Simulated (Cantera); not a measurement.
A Cantera script and what it prints.

```python
import numpy as np
import cantera as ct

gas_names = [...]  # 99 gases of nasa_gas.yaml made of C, H, Si
cond_names = """
    C(gr) C6H6(L) C7H8(L) C8H18(L),n-octa Si(cr) Si(L) SiC(b)
""".split()


# ... load() reads the species with a 1 bar reference pressure and builds the phases ...
atoms = {
    'SiC': {'Si': 1, 'C': 1},
    'Si': {'Si': 1},
    'H2': {'H': 2},
}
top_T = {'C(gr)': 4500, 'SiC(b)': 3050}  # K; cautious upper limits of use, not melting points


# ... equilibrate(T, P, feed) seeds the gas with the atoms and calls Mixture.equilibrate('TP', solver="vcs", rtol=1e-11, max_steps=5000) ...
results = []
feed = {'SiC': 1, 'Si': 0.18, 'H2': 0.068}  # mol
P = 1300  # Pa
for T in [3000, 3500, 4000, 4500, 5000]:
    mix = equilibrate(T, P, feed)
    results.append((T, P, feed, dict(zip(mix.species_names, mix.species_moles))))

top = {s: max(r[3][s] / sum(r[3][g] for g in gas_names) for r in results) for s in gas_names}
cols = sorted((s for s in top if top[s] > 1e-05), key=lambda s: -top[s])[:5]
seen = [c for c in cond_names if any(r[3].get(c, 0) > 1e-12 for r in results)]
print("log10 of partial pressures in bar; condensed amounts in mol")
print(f"{'T/K':>10s}" + "".join(f"{s[:9]:>10s}" for s in cols + seen))
for T, P, feed, n in results:
    ng = sum(n[g] for g in gas_names)
    print(f"{T:10.4g}" + "".join(f"{np.log10(max(n[s] / ng * P / 1e5, 1e-99)):10.3f}" for s in cols)
          + "".join(f"{n.get(c, 0):10.4g}" for c in seen))
```

Output:

```
log10 of partial pressures in bar; condensed amounts in mol
       T/K        Si         C      SiC2         H        C3
      3000    -2.173    -4.348    -2.354    -2.918    -3.665
      3500    -2.104    -3.012    -2.794    -2.965    -2.988
      4000    -2.149    -2.378    -3.958    -3.079    -3.591
      4500    -2.180    -2.267    -5.619    -3.115    -5.206
      5000    -2.195    -2.259    -7.097    -3.122    -6.742
```

These are equilibrium values from Cantera (NASA tables, ideal gas, pure condensed phases), not measurements of a reactor.
